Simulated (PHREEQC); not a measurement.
Dissolve 10 mmol/kgw HF, 0.47 mmol/kgw Na2B4O7 and 8.5 mmol/kgw LiCl at 90 °C. Closed to the air; pH follows from the charge balance.

Equilibrium calculation in PHREEQC: ion-association model, phreeqc.dat.

```tsv
quantity	before	after
pH	3.01	3.18
HF (mol/kgw)	0.00660	0.00364
F- (mol/kgw)	0.00140	0.00109
H3BO3 (mol/kgw)	0.00130	0.000855
BF2(OH)2- (mol/kgw)	0.000153	4.29e-5
SI of Halite (NaCl)	-6.82	-7.39
```

Task: Name the change that produced these shifts.
(A) diluted 100-fold with water
(B) temperature from 90 to 75 °C
(C) diluted 5-fold with water
(D) diluted 2-fold with water

Result: D, diluted 2-fold with water

No solid was allowed to form. Constants without temperature data keep their 25 °C values here. Real BF4- forms and hydrolyses slowly; the run takes it at equilibrium.
